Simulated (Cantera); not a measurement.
Input: 1 mol Ti(OiPr)₄, 0.1 mol H₂O, 170 mol H₂, 0.89 mol O₂, equilibrated at 1652 °C and 2.63 Torr.

Cantera equilibrium calculation (NASA polynomials, part measured and part estimated; ideal gas, pure solids and liquids). Candidate condensed phases: C, C₆H₆, C₇H₈, C₈H₁₈, H₂O, Ti, TiC, TiO, TiO₂, Ti₂O₃, Ti₃O₅, Ti₄O₇; 113 gas species. The feed counts by its element totals alone. TiC: taken at fixed stoichiometry. Equilibrium is a limit: real reactors are often held back by kinetics, nucleation or transport.

Base state: H₂ 0.953, CO 0.0307, H 0.0158, C₂H₂ (acetylene) 0.000436 (mole fractions); condensed: C(graphite) + TiC(s).

Q: What changes in the equilibrium state with this change: pressure from 2.63 Torr to 7.50 Torr?

A: 
```json
[
 {"species": "H₂", "before": "0.953", "after": "0.959"},
 {"species": "CO", "before": "0.0307", "after": "0.0308"},
 {"species": "H", "before": "0.0158", "after": "0.00936"},
 {"species": "C₂H₂ (acetylene)", "before": "0.000436", "after": "0.000439"},
 {"species": "C(graphite), mol", "before": "4.95", "after": "4.95"},
 {"species": "TiC(s), mol", "before": "1.000", "after": "1.000"}
]
```
